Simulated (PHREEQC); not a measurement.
Sulfide liquor: speciation

Make-up at 25 °C: 0.0037 mol/kgw NaHS and 4.4e-05 mol/kgw NaHCO3. Closed to the air; pH follows from the charge balance.

The numbers come from PHREEQC with the ion-association model, phreeqc.dat.

Each row changes one thing in this solution. Precipitation was switched off in this run.

```
case                                              pH  ionic strength (mol/kgw)  H2S (mol/kgw)
----------------------------------------------  ----  ------------------------  -------------
as made                                         9.17                   0.00375        2.03e-5
0.00077 mol/kgw ZnBr2 added                     9.05                   0.00375        1.53e-5
NaHCO3 from 4.4e-05 to 4.4e-06 mol/kgw           [?]                   0.00371        1.87e-5
NaHCO3 replaced by NaHSO4 at the same molality   [?]                   0.00379        5.07e-5
diluted 2-fold with water                       9.05                   0.00187        1.35e-5
NaHCO3 from 4.4e-05 to 0.00044 mol/kgw          8.96                   0.00416        3.26e-5
```

**Question.** Some entries are withheld; supply them.

**Answer.** 
- NaHCO3 from 4.4e-05 to 4.4e-06 mol/kgw, pH: 9.21
- NaHCO3 replaced by NaHSO4 at the same molality, pH: 8.77

Some of these states are supersaturated (in Sphalerite (slow to form), for instance).
